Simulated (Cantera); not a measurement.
A perfectly stirred reactor is fed with 0.905 % CO, 0.443 % O2, 0.236 % H2O, 98.4 % N2, equivalence ratio 1.0, at 7.40 bar; it is held at 973 K, and followed from long to short residence time.

Model: GRI-Mech 3.0 (53 species, 325 reactions), integrated in Cantera.

x: mole fraction; the columns are a selection and need not sum to one.

```
τ (s)      x CO     x O2    x H2O       x HO2      x H2O2         x H
------  -------  -------  -------  ----------  ----------  ----------
17      0.00448  0.00214  0.00236     3.50e-7     4.23e-8     1.49e-9
4.5     0.00703  0.00342  0.00236     3.89e-7     5.22e-8     1.51e-9
1.3     0.00840  0.00410  0.00236     3.72e-7  (withheld)  (withheld)
0.34    0.00891  0.00436  0.00236     3.02e-7     3.13e-8     1.09e-9
0.095   0.00904  0.00442  0.00236     1.00e-7     3.38e-9    3.36e-10
0.026   0.00905  0.00443  0.00236  (withheld)    1.38e-12    6.43e-12
0.0072  0.00905  0.00443  0.00236    3.65e-10      <1e-12    1.41e-12
```

**Question.** Some entries are withheld; supply them.

**Answer.** 
- 1.3, x H2O2: 4.78e-8
- 1.3, x H: 1.38e-9
- 0.026, x HO2: 1.92e-9
